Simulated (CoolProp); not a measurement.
A single-stage vapour-compression cycle with the fluoroketone C6F12O (FK-5-1-12): evaporating at 315.15 K (dew point), condensing at 352.15 K (bubble point), superheat 8 K, subcooling 5 K, compressor efficiency 0.6, no pressure losses. Each further row changes one setting.

Model: reference Helmholtz-energy equation of state, McLinden 2015, in CoolProp.

```csv
case,cooling COP,pressure ratio,discharge temperature (K),refrigerating effect (kJ/kg),volumetric capacity (kJ/m³)
as stated,[?],3.27,352.2,60.9,594
evaporating temperature 320.15 K,4.98,[?],352.2,65.1,753
condensing temperature 347.15 K,4.94,[?],347.1,66.7,650
subcooling 10 K,4.41,3.27,352.2,66.7,650
superheat 18 K,4.31,3.27,354.3,69.9,657
compressor efficiency 0.5,3.36,3.27,352.2,60.9,594
```

Question: Fill in the missing entries.

Answer: 
- as stated, cooling COP: 4.03
- evaporating temperature 320.15 K, pressure ratio: 2.73
- condensing temperature 347.15 K, pressure ratio: 2.84

The compression ends wet for: as stated; evaporating temperature 320.15 K; condensing temperature 347.15 K; subcooling 10 K; compressor efficiency 0.5.
